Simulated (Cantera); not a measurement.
Cantera run:

```python
import numpy as np
import cantera as ct

gas_names = """
    CL CL2 H HCL H2 Si SiCL SiCL2 SiCL3 SiCL4 SiH SiHCL3 SiH2 SiH2CL2 SiH3 SiH3CL SiH4 Si2 Si3
""".split()
cond_names = """
    Si(cr) Si(L)
""".split()


# ... load() reads the species with a 1 bar reference pressure and builds the phases ...
atoms = {
    'SiCl4': {'Si': 1, 'CL': 4},
    'H2': {'H': 2},
    'Cl2': {'CL': 2},
}
top_T = {}  # K; cautious upper limits of use, not melting points


# ... equilibrate(T, P, feed) seeds the gas with the atoms and calls Mixture.equilibrate('TP', solver="vcs", rtol=1e-11, max_steps=5000) ...
results = []
feed = {'SiCl4': 1, 'H2': 3.2, 'Cl2': 0.9}  # mol
P = 101325  # Pa
for T in [750, 825, 900, 975, 1050, 1125, 1200, 1275]:
    mix = equilibrate(T, P, feed)
    results.append((T, P, feed, dict(zip(mix.species_names, mix.species_moles))))

top = {s: max(r[3][s] / sum(r[3][g] for g in gas_names) for r in results) for s in gas_names}
cols = sorted((s for s in top if top[s] > 1e-06), key=lambda s: -top[s])[:5]
seen = [c for c in cond_names if any(r[3].get(c, 0) > 1e-12 for r in results)]
print("log10 of partial pressures in bar; condensed amounts in mol")
print(f"{'T/K':>10s}" + "".join(f"{s[:9]:>10s}" for s in cols + seen))
for T, P, feed, n in results:
    ng = sum(n[g] for g in gas_names)
    print(f"{T:10.4g}" + "".join(f"{np.log10(max(n[s] / ng * P / 1e5, 1e-99)):10.3f}" for s in cols)
          + "".join(f"{n.get(c, 0):10.4g}" for c in seen))
```

Result:

```
log10 of partial pressures in bar; condensed amounts in mol
       T/K        H2       HCL     SiCL4    SiHCL3     SiCL3
       750    -0.340    -0.446    -0.702    -3.940    -7.397
       825    -0.340    -0.446    -0.703    -3.505    -6.281
       900    -0.341    -0.446    -0.703    -3.145    -5.356
       975    -0.342    -0.445    -0.705    -2.845    -4.577
      1050    -0.343    -0.443    -0.708    -2.591    -3.913
      1125    -0.344    -0.441    -0.712    -2.376    -3.344
      1200    -0.347    -0.437    -0.720    -2.195    -2.853
      1275    -0.352    -0.431    -0.733    -2.048    -2.432
```

Method: chemical equilibrium by Gibbs-energy minimisation in Cantera with the NASA 1993 tables (ideal gas, pure condensed phases). The tables' values for SiCl3 are old estimates; treat these amounts as uncertain.
